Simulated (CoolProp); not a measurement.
The fluid at 298.15 K and 0.249 MPa (gas) is heated at constant pressure to 356 K. The same conditions are run with several fluids, on thermodynamics alone (safety and materials aside).

The numbers come from the reference Helmholtz-energy equation of state of each fluid (sulfur dioxide: Gao 2016; ammonia: Gao 2020; R227EA: Lemmon 2016; chloromethane (R40): Thol 2014) in CoolProp.

```tsv
fluid	heat (kJ/kg)	final density (kg/m³)
sulfur dioxide	39.6	5.51
ammonia	130	1.45
R227EA	50.4	14.8
chloromethane (R40)	52.2	4.35
```
